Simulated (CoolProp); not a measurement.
A Linde-Hampson liquefier for ethylene: isothermal reversible compression at 320 K from 1 atm to 30 MPa, throttling to 1 atm, return gas leaving the recuperator 5 K below the feed. Each further row changes one setting.

Model: reference Helmholtz-energy equation of state, Smukala 2000, in CoolProp.

```tsv
case	liquid yield per pass	compression work (kJ/kg of gas)
as stated	0.422	444
high pressure 60 MPa	0.403	513
warm-end temperature 350 K	0.350	512
warm-end gap 10 K	0.416	444
```
